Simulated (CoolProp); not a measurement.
Vapour-liquid equilibrium of R143a (1) + n-butane (2) at 900 kPa; x and y are mole fractions of (1).

The numbers come from the multi-fluid Helmholtz-energy mixture model, Lemmon and Jacobsen 2000 and Bücker 2006; pair parameters Bell 2016 in CoolProp.

```json
[
 {"x": "0.05", "bubble temperature, mixture model (°C)": "60.2", "bubble temperature, Raoult's law (°C)": "67.8", "y, mixture model": "0.276", "y, Raoult's law": "0.188"},
 {"x": "0.15", "bubble temperature, mixture model (°C)": "41.6", "bubble temperature, Raoult's law (°C)": "56.6", "y, mixture model": "0.561", "y, Raoult's law": "0.445"},
 {"x": "0.25", "bubble temperature, mixture model (°C)": "32.1", "bubble temperature, Raoult's law (°C)": "47.8", "y, mixture model": "0.679", "y, Raoult's law": "0.610"},
 {"x": "0.35", "bubble temperature, mixture model (°C)": "26.7", "bubble temperature, Raoult's law (°C)": "40.6", "y, mixture model": "0.739", "y, Raoult's law": "0.722"},
 {"x": "0.45", "bubble temperature, mixture model (°C)": "23.3", "bubble temperature, Raoult's law (°C)": "34.5", "y, mixture model": "0.778", "y, Raoult's law": "0.802"},
 {"x": "0.55", "bubble temperature, mixture model (°C)": "20.8", "bubble temperature, Raoult's law (°C)": "29.3", "y, mixture model": "0.810", "y, Raoult's law": "0.861"},
 {"x": "0.65", "bubble temperature, mixture model (°C)": "18.6", "bubble temperature, Raoult's law (°C)": "24.8", "y, mixture model": "0.840", "y, Raoult's law": "0.906"},
 {"x": "0.75", "bubble temperature, mixture model (°C)": "16.7", "bubble temperature, Raoult's law (°C)": "20.8", "y, mixture model": "0.874", "y, Raoult's law": "0.941"},
 {"x": "0.85", "bubble temperature, mixture model (°C)": "14.9", "bubble temperature, Raoult's law (°C)": "17.2", "y, mixture model": "0.914", "y, Raoult's law": "0.968"},
 {"x": "0.95", "bubble temperature, mixture model (°C)": "13.3", "bubble temperature, Raoult's law (°C)": "14.0", "y, mixture model": "0.967", "y, Raoult's law": "0.991"}
]
```

The largest gap from Raoult's law is -15.7 K in bubble temperature, at x = 0.25. No azeotrope shows between x = 0.05 and 0.95.

The pair parameters rest on a limited set of measurements; away from them the model extrapolates. With so large a gap from Raoult's law the liquid may split in two, which this calculation doesn't test in full.
